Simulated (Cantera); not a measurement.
Cantera run, input and output.

```python
import numpy as np
import cantera as ct

gas = ct.Solution("gri30.yaml")
gas.TP = 300, 101325
flame = ct.CounterflowDiffusionFlame(gas, width=0.02)
flame.fuel_inlet.X, flame.fuel_inlet.T = {'CH4': 1}, 375
flame.oxidizer_inlet.X, flame.oxidizer_inlet.T = {'O2': 0.26, 'N2': 0.74}, 698
flame.set_refine_criteria(ratio=3, slope=0.12, curve=0.24, prune=0.03)
show = ['OH', 'H', 'NO', 'CO', 'C2H2']

rows = []
print(f"{'mdot':>8s}{'a_max':>10s}{'a_mean':>10s}{'Tmax/K':>9s}" + "".join(f"{s:>11s}" for s in show) + "   (peak mole fractions)")
for i, mdot in enumerate([0.25, 0.33, 0.44, 0.58, 0.76, 1, 1.3, 1.7, 2.3, 3]):  # kg/m2/s on the oxidiser side
    flame.oxidizer_inlet.mdot, flame.fuel_inlet.mdot = mdot, 1 * mdot
    flame.solve(loglevel=0, auto=(i == 0))
    if flame.T.max() < max(375, 698) + 100:
        print(f"{mdot:8.3g}  no burning solution found from the previous one")
        break
    dT = np.abs(np.gradient(flame.T, flame.grid))
    rows.append([flame.strain_rate("max"), flame.strain_rate("mean"), flame.T.max(),
                 *(flame.X[gas.species_index(s)].max() for s in show), max(dT[0], dT[-1]) / dT.max()])
    print(f"{mdot:8.3g}{rows[-1][0]:10.1f}{rows[-1][1]:10.1f}{rows[-1][2]:9.1f}" + "".join(f"{x:11.3e}" for x in rows[-1][3:-1]))
```

It prints:

```
    mdot     a_max    a_mean   Tmax/K         OH          H         NO         CO       C2H2   (peak mole fractions)
    0.25     251.7      48.6   2378.7  1.531e-02  6.954e-03  6.410e-04  9.090e-02  2.177e-02
    0.33     322.3      64.2   2360.3  1.536e-02  7.224e-03  5.784e-04  8.925e-02  2.128e-02
    0.44     416.8      85.6   2342.7  1.528e-02  7.461e-03  5.222e-04  8.744e-02  2.068e-02
    0.58     534.6     112.8   2329.6  1.522e-02  7.719e-03  4.772e-04  8.587e-02  2.007e-02
    0.76     683.3     147.8   2318.3  1.515e-02  7.970e-03  4.374e-04  8.442e-02  1.943e-02
       1     877.9     194.5   2308.3  1.509e-02  8.241e-03  3.997e-04  8.325e-02  1.885e-02
     1.3    1116.1     252.8   2296.2  1.492e-02  8.438e-03  3.612e-04  8.202e-02  1.814e-02
     1.7    1426.8     330.6   2282.9  1.468e-02  8.610e-03  3.209e-04  8.088e-02  1.734e-02
     2.3    1883.7     447.3   2265.5  1.430e-02  8.746e-03  2.738e-04  7.971e-02  1.637e-02
       3    2408.3     583.5   2249.1  1.391e-02  8.816e-03  2.325e-04  7.889e-02  1.538e-02
```

Cantera simulation using GRI-Mech 3.0 (53 species, 325 reactions); the numbers are that mechanism's predictions, not measurements. GRI-Mech 3.0 has no aromatics or soot, which form on the fuel side of real flames. The maximum strain rate includes the flame's own expansion and is several times the mean.
